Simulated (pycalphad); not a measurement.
All values are pycalphad results on the COST 507 light-alloy database (1999) (1 atm), not direct measurements. No gas phase is included, though pure Mg would boil below 1650 K. These are 1990s assessments: newer ones move some temperatures and phases. Kinetics are ignored, which matters at the lower temperatures.

Molar enthalpy of Mg-0.89Al-1.08Si (at.%) in equilibrium (SER reference):

| T (K) | H (kJ/mol) | phases |
|---|---|---|
| 1650 | 50.82 | liquid |
| 1575 | 48.25 | liquid |
| 1500 | 45.69 | liquid |
| 1425 | 43.12 | liquid |
| 1350 | 40.55 | liquid |
| 1275 | 37.99 | liquid |
| 1200 | 35.42 | liquid |
| 1125 | 32.86 | liquid |
| 1050 | 30.29 | liquid |
| 975 | 27.73 | liquid |
| 950 | 26.87 | liquid |
| 925 | 26.02 | liquid |
| 900 | 17.81 | hcp + liquid + MG2SI |
| 875 | 15.53 | hcp + MG2SI |
| 850 | 14.75 | hcp + MG2SI |
| 825 | 13.98 | hcp + MG2SI |
| 750 | 11.71 | hcp + MG2SI |
| 675 | 9.52 | hcp + MG2SI |
| 600 | 7.38 | hcp + MG2SI |
| 525 | 5.30 | hcp + MG2SI |
| 450 | 3.28 | hcp + MG2SI |
| 375 | 1.32 | hcp + MG2SI |

Cooling from 925 K to 875 K, across the freezing range, releases 10.5 kJ/mol, or 430 J/g. The slope is 34 J/(mol K) in the liquid and 31 J/(mol K) just below the solidus, where it includes any heat of precipitation. Liquidus 909 K, solidus 895 K. Changes were sought between steps of 25 K, so a narrower field can be missed.

Database names, with the compositions (at.%) that they take in these runs: MG2SI: Mg 67 Si 33.
